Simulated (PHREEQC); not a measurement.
A solution holds 3.6 mmol/kgw FeSO4, 190 mmol/kgw ZnCl2, 0.11 mmol/kgw HCl and 0.66 mmol/kgw Na2SO4, at 68 °C. Closed to the air; pH follows from the charge balance.

All values are PHREEQC results (ion-association model, phreeqc.dat), not measurements.

```
quantity                   before     after
------------------------  -------  --------
pH                           4.09      4.70
ionic strength (mol/kgw)    0.380     0.364
Cl- (mol/kgw)               0.267   8.66e-5
Zn+2 (mol/kgw)             0.0962    0.0889
ZnCl+ (mol/kgw)            0.0766   2.33e-5
ZnCl2 (mol/kgw)           0.00959  9.61e-10
SI of Halite (NaCl)         -5.40     -8.92
```

Q: What was changed between the two runs?
A. FeSO4 replaced by K2SO4 at the same molality
B. HCl left out
C. Na2SO4 replaced by NaCl at the same molality
D. ZnCl2 replaced by ZnSO4 at the same molality
E. temperature from 68 to 10 °C

A: D, ZnCl2 replaced by ZnSO4 at the same molality

No solid was allowed to form. Away from 25 °C the constants follow the database's enthalpies or fits; those with neither stay at their 25 °C values.
